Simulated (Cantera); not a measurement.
Mixture: CH4 : H2 : O2 : N2 = 1 : 0.032 : 2.55 : 9.6 (molar parts), equivalence ratio 0.79, at 27800 Torr, adiabatic and at constant pressure. Ignition delay is the time to a rise of 400 K.

Cantera simulation using GRI-Mech 3.0 (53 species, 325 reactions); the numbers are that mechanism's predictions, not measurements. The pressure lies above the range GRI-Mech 3.0 was tuned for (to about 10 atm).

Question: At T0 = 1600 K, what is the delay, and which 7 reactions control it most (d ln τ / d ln k, from doubling and halving each rate constant)?

Answer: The delay is 20.5 µs.
| reaction | d ln τ / d ln k | faster rate |
|---|---|---|
| CH3 + O2 <=> CH3O + O | -0.38 | shortens it |
| 2 CH3 (+M) <=> C2H6 (+M) | 0.38 | lengthens it |
| CH3 + HO2 <=> CH3O + OH | -0.35 | shortens it |
| H + O2 <=> O + OH | -0.32 | shortens it |
| CH4 + H <=> CH3 + H2 | 0.16 | lengthens it |
| CH2O + O2 <=> HCO + HO2 | -0.14 | shortens it |
| CH3 + O2 <=> CH2O + OH | -0.13 | shortens it |
